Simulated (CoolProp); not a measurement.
Saturation properties of R11.

Model: reference Helmholtz-energy equation of state, Jacobsen 1992, in CoolProp.

| T (K) | p (MPa) | enthalpy of vaporisation (kJ/kg) | liquid cp (kJ/(kg K)) | liquid viscosity (µPa s) | vapour viscosity (µPa s) | liquid conductivity (mW/(m K)) |
|---|---|---|---|---|---|---|
| 237.1 | 0.006472 | 202.0 | 0.8346 | 900 | 8.11 | 105 |
| 248.1 | 0.01207 | 198.3 | 0.8415 | 769 | 8.49 | 102 |
| 259.1 | 0.02117 | 194.6 | 0.8487 | 667 | 8.86 | 98.4 |
| 270.1 | 0.03520 | 190.8 | 0.8567 | 584 | 9.22 | 95.0 |
| 281.1 | 0.05592 | 187.0 | 0.8654 | 517 | 9.58 | 91.7 |
| 292.1 | 0.08534 | 183.1 | 0.8751 | 460 | 9.94 | 88.5 |
| 303 | 0.1253 | 179.1 | 0.8856 | 413 | 10.3 | 85.4 |
| 314 | 0.1791 | 174.8 | 0.8974 | 372 | 10.6 | 82.3 |
| 325 | 0.2492 | 170.4 | 0.9105 | 336 | 11.0 | 79.3 |
| 336 | 0.3384 | 165.7 | 0.9250 | 304 | 11.3 | 76.3 |
| 347 | 0.4500 | 160.7 | 0.9413 | 276 | 11.7 | 73.3 |
| 358 | 0.5870 | 155.2 | 0.9597 | 250 | 12.0 | 70.3 |
| 369 | 0.7530 | 149.4 | 0.9807 | 227 | 12.4 | 67.3 |
| 380 | 0.9515 | 143.0 | 1.005 | 206 | 12.8 | 64.4 |
| 391 | 1.186 | 136.1 | 1.035 | 186 | 13.3 | 61.4 |

It boils at 296.9 K under 1 atm.

Viscosity comes from a separate model (Klein 1997), an estimate that may be off by 10 % or more. Thermal conductivity comes from a separate model (McLinden 2000), an estimate that may be off by 10 % or more.
